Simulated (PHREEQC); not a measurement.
1 kg of water holding 0.0041 mol/kgw NaHCO3 and 0.5 mol/kgw Na2CO3 is evaporated at 20 °C; the solids stay in contact with the brine. CO2 is held at log p = -3.4 (atm). Only these solids could form: Nahcolite, Natron, Trona.

Equilibrium calculation in PHREEQC: Pitzer model, pitzer.dat.

| water left (kg) | ionic strength | water activity | Trona (mol) | Na in solution (mol/kgw) | C in solution (mol/kgw) |
|---|---|---|---|---|---|
| 0.9987 | 1.43 | 0.979 | 0 | 1.01 | 0.582 |
| 0.8207 | 1.75 | 0.976 | 0 | 1.22 | 0.700 |
| 0.6744 | 2.13 | 0.971 | 0 | 1.49 | 0.843 |
| 0.5542 | 2.61 | 0.966 | 0 | 1.81 | 1.02 |
| 0.4554 | 3.18 | 0.959 | 0 | 2.20 | 1.23 |
| 0.3742 | 3.89 | 0.952 | 0 | 2.68 | 1.48 |
| 0.3075 | 4.74 | 0.942 | 0 | 3.27 | 1.79 |
| 0.2526 | 5.78 | 0.930 | 0 | 3.97 | 2.17 |
| 0.2075 | 7.04 | 0.915 | 0 | 4.84 | 2.63 |
| 0.1705 | 8.58 | 0.894 | 0 | 5.89 | 3.20 |
| 0.1385 | 9.46 | 0.882 | 0.0349 | 6.49 | 3.53 |
| 0.1109 | 9.46 | 0.882 | 0.0947 | 6.49 | 3.53 |
| 0.0882 | 9.46 | 0.882 | 0.144 | 6.49 | 3.53 |
| 0.06954 | 9.46 | 0.882 | 0.184 | 6.49 | 3.53 |
| 0.05421 | 9.46 | 0.882 | 0.217 | 6.49 | 3.53 |
| 0.04163 | 9.46 | 0.882 | 0.245 | 6.49 | 3.53 |

Trona from water left = 0.1385 kg (pH 10.15).

Species that the database lacks are ignored.
